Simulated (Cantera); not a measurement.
A closed system holds: 1 mol Si₂Cl₆, 0.024 mol Cl₂, 980 mol H₂, equilibrated at 800 K and 1 atm.

Equilibrium computed with Cantera from the NASA thermochemical tables; the gas is ideal and each condensed phase is pure. Candidate condensed phases: Si; 19 gas species. The feed counts by its element totals alone. Equilibrium is a limit: real reactors are often held back by kinetics, nucleation or transport.

Base state: H₂ 0.998, SiHCl₃ 0.00114, SiCl₄ 0.000476, HCl 0.000375, SiH₂Cl₂ 0.000222 (mole fractions); condensed: Si(s).

Q: What changes in the equilibrium state with this change: temperature from 800 K to 1325 K?

A: 
| species | before | after |
|---|---|---|
| H₂ | 0.998 | 0.994 |
| HCl | 0.000375 | 0.00587 |
| SiCl₂ | 1.45e-7 | 9.49e-5 |
| SiHCl₃ | 0.00114 | 1.26e-5 |
| SiCl₄ | 0.000476 | 1.46e-6 |
| SiH₂Cl₂ | 0.000222 | 1.57e-5 |
| Si(s), mol | 0.183 | 1.87 |
